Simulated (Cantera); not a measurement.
What does this Cantera script print?

```python
import numpy as np
import cantera as ct

gas_names = """
    AL ALCL ALCL2 ALCL3 ALH ALN AL2 AL2CL6 CL CL2 H HCL H2 N NH NH2 NH3 N2 N2H2 N2H4
""".split()
cond_names = """
    AL(cr) AL(L) ALCL3(s) ALCL3(L) ALN(s) NH4CL(a) NH4CL(b)
""".split()


# ... load() reads the species with a 1 bar reference pressure and builds the phases ...
atoms = {
    'AlCl3': {'AL': 1, 'CL': 3},
    'N2': {'N': 2},
    'H2': {'H': 2},
}
top_T = {'ALN(s)': 2750}  # K; cautious upper limits of use, not melting points


# ... equilibrate(T, P, feed) seeds the gas with the atoms and calls Mixture.equilibrate('TP', solver="vcs", rtol=1e-11, max_steps=5000) ...
results = []
T = 998.15  # K
P = 10000  # Pa
for m in [3.9, 5.4, 7.5, 10, 14, 20, 27, 38, 52, 72, 100, 140]:
    feed = {'AlCl3': 1, 'N2': 2.8, 'H2': m}  # mol
    mix = equilibrate(T, P, feed)
    results.append((T, P, feed, dict(zip(mix.species_names, mix.species_moles))))

top = {s: max(r[3][s] / sum(r[3][g] for g in gas_names) for r in results) for s in gas_names}
cols = sorted((s for s in top if top[s] > 1e-05), key=lambda s: -top[s])[:9]
seen = [c for c in cond_names if any(r[3].get(c, 0) > 1e-12 for r in results)]
print("log10 of partial pressures in bar; condensed amounts in mol")
print(f"{'n(H2)':>10s}" + "".join(f"{s[:9]:>10s}" for s in cols + seen))
for T, P, feed, n in results:
    ng = sum(n[g] for g in gas_names)
    print(f"{feed['H2']:10.4g}" + "".join(f"{np.log10(max(n[s] / ng * P / 1e5, 1e-99)):10.3f}" for s in cols)
          + "".join(f"{n.get(c, 0):10.4g}" for c in seen))
```

Result:

```
log10 of partial pressures in bar; condensed amounts in mol
     n(H2)        H2        N2       HCL     ALCL3    AL2CL6       NH3    ALN(s)
       3.9    -1.348    -1.463    -1.938    -2.040    -5.070    -5.983    0.2959
       5.4    -1.275    -1.544    -1.951    -2.147    -5.285    -5.914    0.3433
       7.5    -1.214    -1.638    -1.978    -2.273    -5.537    -5.869    0.3963
        10    -1.170    -1.729    -2.013    -2.397    -5.786    -5.849    0.4467
        14    -1.129    -1.845    -2.066    -2.560    -6.112    -5.845      0.51
        20    -1.095    -1.977    -2.135    -2.754    -6.500    -5.860    0.5807
        27    -1.073    -2.094    -2.204    -2.934    -6.860    -5.886    0.6417
        38    -1.054    -2.233    -2.293    -3.159    -7.310    -5.927    0.7103
        52    -1.040    -2.364    -2.383    -3.385    -7.761    -5.972    0.7701
        72    -1.030    -2.502    -2.486    -3.639    -8.270    -6.025    0.8261
       100    -1.022    -2.643    -2.597    -3.917    -8.824    -6.084    0.8742
       140    -1.016    -2.788    -2.720    -4.221    -9.432    -6.147    0.9135
```

Method: chemical equilibrium by Gibbs-energy minimisation in Cantera with the NASA 1993 tables (ideal gas, pure condensed phases).
